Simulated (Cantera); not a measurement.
A perfectly stirred reactor is fed with CH4 : H2O = 1 : 0.71 (molar parts), at 4500 Torr; it is held at 1825 K, and followed from long to short residence time.

Detailed kinetics in Cantera: GRI-Mech 3.0 (53 species, 325 reactions). GRI-Mech 3.0 stops at C3 and has no aromatics, soot or wall deposition, so with more carbon than oxygen in the feed, carbon stays in small species such as C2H2 where larger ones or solid carbon would form.

### Question
Predict: x(CH4) at τ = 1.70 s; x(H2O) at τ = 1.70 s; x(CH2O) at τ = 1.70 s; x(CH3) at τ = 1.70 s; x(CH4) at τ = 77.0 ms; x(H2O) at τ = 77.0 ms; x(CH2O) at τ = 77.0 ms; x(CH3) at τ = 77.0 ms.

### Answer
```
Property                  Result
----------------------  --------
x(CH4) at τ = 1.70 s      0.0344
x(H2O) at τ = 1.70 s      0.0225
x(CH2O) at τ = 1.70 s    4.05e-7
x(CH3) at τ = 1.70 s    0.000149
x(CH4) at τ = 77.0 ms     0.0582
x(H2O) at τ = 77.0 ms      0.127
x(CH2O) at τ = 77.0 ms   9.25e-7
x(CH3) at τ = 77.0 ms   0.000267
```
